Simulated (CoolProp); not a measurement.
Vapour-liquid equilibrium of carbon dioxide (1) + sulfur dioxide (2) at 0.515 MPa; x and y are mole fractions of (1).

Model: multi-fluid Helmholtz-energy mixture model, Span 1996 and Gao 2016; pair parameters Bell 2016, in CoolProp.

| x | bubble temperature (K) | y at the bubble point | dew temperature at overall composition x (K) | liquid density (mol/L) |
|---|---|---|---|---|
| 0.05 | 286.7 | 0.493 | 304.9 | 21.89 |
| 0.125 | 265.6 | 0.791 | 302.3 | 22.91 |
| 0.2 | 252.5 | 0.893 | 299.6 | 23.62 |
| 0.275 | 243.9 | 0.936 | 296.7 | 24.15 |
| 0.35 | 237.9 | 0.957 | 293.5 | 24.58 |
| 0.425 | 233.4 | 0.970 | 290.1 | 24.94 |
| 0.5 | 230.0 | 0.978 | 286.4 | 25.26 |
| 0.575 | 227.3 | 0.983 | 282.2 | 25.54 |
| 0.65 | 225.0 | 0.987 | 277.4 | 25.80 |
| 0.725 | 223.0 | 0.990 | 271.7 | 26.04 |
| 0.8 | 221.2 | 0.993 | 264.7 | 26.26 |
| 0.875 | 219.4 | 0.996 | 255.4 | 26.47 |
| 0.95 | 217.7 | 0.998 | 240.1 | 26.66 |

No azeotrope shows between x = 0.05 and 0.95.

Pair parameters are fitted to limited data, so mixtures are less certain than the pure fluids.
